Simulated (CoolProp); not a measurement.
A single-stage vapour-compression cycle with R143a: evaporating at 208.15 K (dew point), condensing at 274.15 K (bubble point), superheat 2 K, subcooling 5 K, compressor efficiency 0.9, no pressure losses. Each further row changes one setting.

The numbers come from the reference Helmholtz-energy equation of state, Lemmon and Jacobsen 2000 in CoolProp.

```
case                              cooling COP  pressure ratio  discharge temperature (K)  refrigerating effect (kJ/kg)  volumetric capacity (kJ/m³)
--------------------------------  -----------  --------------  -------------------------  ----------------------------  ---------------------------
as stated                                2.16            15.9                      306.4                           157                          310
evaporating temperature 213.15 K          ___             ___                        ___                           160                          411
condensing temperature 269.15 K          2.42            13.6                      300.3                           164                          325
subcooling 10 K                          2.26            15.9                      306.4                           164                          325
superheat 12 K                           2.16            15.9                      317.2                           164                          310
compressor efficiency 0.8                 ___            15.9                      314.9                           157                          310
```

Task: Fill in the missing entries.

Result: 
- evaporating temperature 213.15 K, cooling COP: 2.46
- evaporating temperature 213.15 K, pressure ratio: 12.0
- evaporating temperature 213.15 K, discharge temperature (K): 302.4
- compressor efficiency 0.8, cooling COP: 1.92
